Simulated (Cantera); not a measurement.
A Cantera script and its output.

```python
import numpy as np
import cantera as ct

gas = ct.Solution("gri30.yaml")
gas.TPX = 1225, 101325, {'N2O': 1, 'N2': 1.9}
reactor = ct.IdealGasConstPressureReactor(gas, energy="off", clone=False)
net = ct.ReactorNet([reactor])
net.rtol, net.atol = 1e-08, 1e-18
show = ['N2O', 'NO', 'N2', 'NO2', 'O2']
times = np.geomspace(0.0003, 3, 10)

steps = ct.SolutionArray(gas, extra=["t"])
rows = []
print(f"{'t/s':>10s}{'T/K':>9s}{'P/Pa':>11s}" + "".join(f"{s:>11s}" for s in show))
for t in times:
    while net.time < t:
        t_next = net.step()
        steps.append(gas.state, t=t_next)
    rows.append([np.interp(t, steps.t, y) for y in (steps.T, steps.P, *steps(*show).X.T)])
    print(f"{t:10.3e}{rows[-1][0]:9.1f}{rows[-1][1]:11.4g}" + "".join(f"{x:11.3e}" for x in rows[-1][2:]))
rate = np.gradient(steps.T, steps.t)
print("integrator steps:", len(steps.t))
if steps.T.max() > steps.T[0] + 200:
    print(f"time of steepest temperature rise: {steps.t[rate.argmax()]:.4e} s")
gas.TPX = 1225, 101325, {'N2O': 1, 'N2': 1.9}
gas.equilibrate("TP")
print(f"equilibrium (TP): T = {gas.T:.1f} K  " + "  ".join(f"{s} {gas[s].X[0]:.3e}" for s in show))
```

Result:

```
       t/s      T/K       P/Pa        N2O         NO         N2        NO2         O2
 3.000e-04   1225.0  1.013e+05  3.447e-01  1.059e-05  6.552e-01  1.747e-09  4.065e-05
 8.348e-04   1225.0  1.013e+05  3.445e-01  3.048e-05  6.553e-01  1.422e-08  1.171e-04
 2.323e-03   1225.0  1.013e+05  3.440e-01  8.568e-05  6.556e-01  1.068e-07  3.293e-04
 6.463e-03   1225.0  1.013e+05  3.424e-01  2.382e-04  6.564e-01  7.226e-07  9.175e-04
 1.798e-02   1225.0  1.013e+05  3.381e-01  6.556e-04  6.587e-01  3.967e-06  2.535e-03
 5.004e-02   1225.0  1.013e+05  3.266e-01  1.771e-03  6.648e-01  1.561e-05  6.893e-03
 1.392e-01   1225.0  1.013e+05  2.971e-01  4.563e-03  6.802e-01  4.602e-05  1.801e-02
 3.875e-01   1225.0  1.013e+05  2.322e-01  1.045e-02  7.145e-01  1.103e-04  4.270e-02
 1.078e+00   1225.0  1.013e+05  1.280e-01  1.875e-02  7.701e-01  2.013e-04  8.290e-02
 3.000e+00   1225.0  1.013e+05  3.534e-02  2.376e-02  8.208e-01  2.576e-04  1.199e-01
integrator steps: 787
equilibrium (TP): T = 1225.0 K  N2O 1.491e-08  NO 2.063e-04  N2 8.528e-01  NO2 2.601e-06  O2 1.470e-01
```

Computed with Cantera and GRI-Mech 3.0 (53 species, 325 reactions). GRI-Mech 3.0 was tuned for natural gas; its chemistry of N2O as a main component is partial and can be far from experiment. The mechanism lacks the step 2 NO + O2 → 2 NO2, which can matter for NO2 below about 1400 K. The temperature is held fixed by assumption; the heat of reaction is taken as removed at once.
